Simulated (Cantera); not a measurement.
An isothermal, constant-pressure homogeneous reactor starts with H2 : O2 = 0.018 : 1 (molar parts), equivalence ratio 0.0090, at 1150 K and 180 Pa.

Computed with Cantera and the H2/O2 subset of GRI-Mech 3.0, which has no nitrogen chemistry. Radical loss at walls, strong at low pressure, is not modelled.

One state of this run: x H2 = 1.09e-5; x O2 = 0.981; x H2O2 = 3.54e-9; x H = 3.46e-5; x O = 0.00116; x H2O = 0.0176. x: mole fraction; the columns are a selection and need not sum to one.

### Question
Which value of t (s) does it belong to?
(A) 19.4
(B) 0.00532
(C) 0.000200
(D) 0.141

### Answer
A, 19.4
